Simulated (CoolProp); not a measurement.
Properties of carbon monoxide along the isobar 49.8 bar.

Computed with CoolProp (reference Helmholtz-energy equation of state, Lemmon 2006). It is a short technical equation, of lower accuracy than the large ones.

| T (K) | phase | density (kg/m³) | cp (kJ/(kg K)) | cv (kJ/(kg K)) |
|---|---|---|---|---|
| 104.9 | liquid | ___ | 2.227 | 1.023 |
| 112.8 | liquid | 657.7 | 2.356 | ___ |
| 120.7 | liquid | 607.9 | 2.587 | 0.9731 |
| 128.5 | liquid | ___ | 3.079 | ___ |
| 136.4 | supercritical | ___ | 4.949 | 1.014 |
| 144.2 | supercritical | 251.7 | 6.038 | 1.037 |
| 152.1 | supercritical | 179.8 | 2.844 | ___ |
| 160 | supercritical | ___ | 2.101 | 0.8484 |
| 167.8 | supercritical | 132.5 | 1.787 | 0.8229 |
| 175.7 | supercritical | 119.7 | 1.609 | 0.8069 |
| 183.5 | supercritical | ___ | 1.496 | 0.7959 |

Task: Complete the blanks.

Result: 
- 104.9, density (kg/m³): 700.3
- 112.8, cv (kJ/(kg K)): 0.9940
- 128.5, density (kg/m³): 545.8
- 128.5, cv (kJ/(kg K)): 0.9675
- 136.4, density (kg/m³): 447.1
- 152.1, cv (kJ/(kg K)): 0.8993
- 160, density (kg/m³): 150.3
- 183.5, density (kg/m³): 110.1

The peak of cp marks the crossing from liquid-like to gas-like fluid above the critical point.
